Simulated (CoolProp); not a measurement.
Vapour-liquid equilibrium of R152A (1) + isobutane (2) at 1.45 MPa; x and y are mole fractions of (1).

Model: multi-fluid Helmholtz-energy mixture model, Outcalt 1996 and Bücker 2006; pair parameters Bell 2016, in CoolProp.

### Question
Give the bubble temperature and the first vapour's composition at x = 0.05, 0.275, 0.8. Is there an azeotrope?

### Answer
x = 0.05: 351.6 K, y = 0.117; x = 0.275: 336.8 K, y = 0.441; x = 0.8: 328.6 K, y = 0.789. y crosses x between x = 0.725 and 0.8: the model has an azeotrope there.

The pair parameters rest on a limited set of measurements; away from them the model extrapolates.
